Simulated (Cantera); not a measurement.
A perfectly stirred reactor is fed with CH4 : O2 : N2 = 1 : 3.23 : 12.1 (molar parts), equivalence ratio 0.62, at 1130 Torr; it is adiabatic with a 550 K inlet, and is followed from long to short residence time, starting on the burning branch (τ in s: 0.081, 0.035, 0.015, 0.0066, 0.0029, 0.0012, 0.00054, 0.00023, 0.0001, 4.4e-05, 1.9e-05).

Cantera simulation using GRI-Mech 3.0 (53 species, 325 reactions); the numbers are that mechanism's predictions, not measurements.

x: mole fraction; the columns are a selection and need not sum to one.

```csv
τ (s),T (K),x CH4,x O2,x O,x C2H4,x C2H2,x C2H6,x H2O
0.081,1894,7.49e-6,0.0751,0.000143,8.15e-10,6.46e-10,7.68e-11,0.122
0.035,1890,1.34e-5,0.0751,0.000219,2.10e-9,1.39e-9,2.01e-10,0.121
0.015,1883,2.35e-5,0.0752,0.000355,4.72e-9,2.54e-9,4.62e-10,0.121
0.0066,1872,4.00e-5,0.0754,0.000578,9.50e-9,4.16e-9,9.67e-10,0.120
0.0029,1856,6.84e-5,0.0757,0.000931,1.83e-8,6.54e-9,1.99e-9,0.119
0.0012,1828,0.000125,0.0765,0.00150,3.77e-8,1.09e-8,4.60e-9,0.118
0.00054,1790,0.000227,0.0780,0.00216,8.03e-8,1.91e-8,1.14e-8,0.116
0.00023,1730,?,0.0810,?,?,?,?,0.114
0.00010,1625,0.00149,0.0891,0.00242,1.69e-6,2.43e-7,4.97e-7,0.110
4.4e-5,550,0.0612,0.198,<1e-12,<1e-12,<1e-12,<1e-12,<1e-12
1.9e-5,550,0.0612,0.198,<1e-12,<1e-12,<1e-12,<1e-12,<1e-12
```

### Question
Complete the blanks.

### Answer

- 0.00023, x CH4: 0.000484
- 0.00023, x O: 0.00281
- 0.00023, x C2H4: 2.38e-7
- 0.00023, x C2H2: 4.52e-8
- 0.00023, x C2H6: 4.26e-8
